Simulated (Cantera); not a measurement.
Feed: 1 mol Al, 0.034 mol H₂O, 1.4 mol O₂, equilibrated at 1 atm.

These are equilibrium values from Cantera (NASA tables, ideal gas, pure condensed phases), not measurements of a reactor. Candidate condensed phases: Al, Al₂O₃, H₂O; 19 gas species. Gases not in the tables: Al(OH)₃. The numbers say what is thermodynamically allowed, not how fast it happens. All values below are at 1423 K.

Base state: O₂ 0.950, H₂O 0.0497, OH 3.95e-5 (mole fractions); condensed: Al₂O₃(s).

### Question
What changes in the equilibrium state with this change: Al replaced by Fe₂O₃?

### Answer
```csv
species,before,after
O₂,0.950,0.976
H₂O,0.0497,0.0237
OH,3.95e-5,2.75e-5
"Al₂O₃(s), mol",0.500,0
"Fe₂O₃(s), mol",0,1.00
```
Further candidate phases: Fe, FeO, Fe(OH)₂, Fe(OH)₃, Fe₂O₃, Fe₃O₄.
